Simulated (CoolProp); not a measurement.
Properties of methanol along the isobar 5.43 MPa (Tc = 513.4 K, pc = 8.216 MPa, ω = 0.565).

The numbers come from the reference Helmholtz-energy equation of state, de Reuck 1993 in CoolProp.

```tsv
T (K)	phase	Z	cp (kJ/(kg K))	expansivity (1/kK)	viscosity (µPa s)	conductivity (mW/(m K))
315	liquid	0.08560	2.637	1.188	446	200
338.4	liquid	0.08201	2.816	1.274	335	195
361.8	liquid	0.07914	3.024	1.412	260	191
385.2	liquid	0.07701	3.265	1.621	(withheld)	186
408.5	liquid	0.07567	3.546	1.938	166	181
431.9	liquid	0.07530	3.897	2.452	133	(withheld)
455.3	liquid	0.07640	4.391	3.405	(withheld)	(withheld)
478.7	liquid	0.08056	(withheld)	(withheld)	(withheld)	167
502	gas	(withheld)	6.104	11.33	16.6	57.2
```

Q: Some entries are withheld; supply them.

A: 
- 385.2, viscosity (µPa s): 206
- 431.9, conductivity (mW/(m K)): 177
- 455.3, viscosity (µPa s): 106
- 455.3, conductivity (mW/(m K)): 172
- 478.7, cp (kJ/(kg K)): 5.372
- 478.7, expansivity (1/kK): 5.940
- 478.7, viscosity (µPa s): 80.3
- 502, Z: 0.6484

Viscosity comes from a separate model (Xiang 2006). Thermal conductivity comes from a separate model (Sykioti 2013).
